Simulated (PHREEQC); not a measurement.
Dissolve 0.0028 mol/kgw CaSO4, 0.00065 mol/kgw NaHCO3 and 0.0015 mol/kgw MgSO4 at 25 °C. Closed to the air; pH follows from the charge balance.

The numbers come from PHREEQC with the ion-association model, phreeqc.dat.

The ionic strength comes out as 0.0142 mol/kgw. What activity coefficients do Ca+2, NaSO4-, OH-, Mg+2, CO3-2 get?

Ca+2 0.63, NaSO4- 0.89, OH- 0.89, Mg+2 0.64, CO3-2 0.63.

No solid was allowed to form.
